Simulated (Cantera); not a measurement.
Charge: 1 mol Si2Cl6, 0.65 mol Cl2, 11 mol H2, at 200 Pa.

Equilibrium computed with Cantera from the NASA thermochemical tables; the gas is ideal and each condensed phase is pure. Candidate condensed phases: Si; 19 gas species. The feed counts by its element totals alone. The tables' values for SiCl3, SiCl are old estimates; treat these amounts as uncertain. Gases not in the tables: Si2H6 and higher silanes. The numbers say what is thermodynamically allowed, not how fast it happens.

x: gas mole fraction; nothing condenses.

| T (K) | x H2 | x HCl | x SiCl2 | x SiCl3 | x SiCl4 | x H |
|---|---|---|---|---|---|---|
| 1273 | 0.675 | 0.185 | 0.108 | 0.0153 | 0.0142 | 1.31e-5 |
| 1323 | 0.660 | 0.202 | 0.119 | 0.0120 | ___ | ___ |
| 1373 | 0.651 | 0.212 | 0.125 | 0.00896 | 0.00296 | 6.01e-5 |
| 1423 | 0.646 | 0.217 | 0.129 | 0.00654 | 0.00131 | 0.000119 |
| 1473 | 0.643 | 0.220 | 0.131 | 0.00479 | 0.000597 | 0.000227 |
| 1523 | 0.641 | 0.221 | 0.133 | 0.00354 | 0.000281 | 0.000414 |
| 1573 | 0.640 | 0.222 | 0.134 | 0.00265 | ___ | ___ |
| 1623 | 0.639 | 0.223 | 0.134 | 0.00201 | 7.04e-5 | 0.00124 |
| 1673 | 0.638 | 0.223 | 0.134 | 0.00155 | 3.73e-5 | 0.00203 |
| 1723 | 0.636 | 0.224 | 0.134 | 0.00121 | 2.05e-5 | 0.00325 |
| 1773 | 0.634 | 0.224 | 0.134 | 0.000958 | 1.17e-5 | 0.00506 |
| 1823 | 0.630 | 0.225 | 0.132 | 0.000766 | 6.85e-6 | 0.00769 |

Task: Fill in the missing entries.

Result: 
- 1323, x SiCl4: 0.00667
- 1323, x H: 2.88e-5
- 1573, x SiCl4: 0.000138
- 1573, x H: 0.000727
